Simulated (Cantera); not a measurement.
Input: 1 mol S, 0.069 mol O₂, at 1175 K and 31.0 Pa.

Cantera equilibrium calculation (NASA polynomials, part measured and part estimated; ideal gas, pure solids and liquids). Candidate condensed phases: S; 10 gas species. Gases not in the tables: S₃ to S₇. Rates play no part.

Base state: S₂ 0.869, SO₂ 0.127, S₂O 0.00232, SO 0.00151, S 1.76e-5 (mole fractions); condensed: gas only.

Q: What changes in the equilibrium state with this change: pressure from 31.0 Pa to 13300 Pa?

A: 
| species | before | after |
|---|---|---|
| S₂ | 0.869 | 0.865 |
| SO₂ | 0.127 | 0.124 |
| S₂O | 0.00232 | 0.0104 |
| S | 1.76e-5 | 8.47e-7 |
| SO | 0.00151 | 0.000327 |
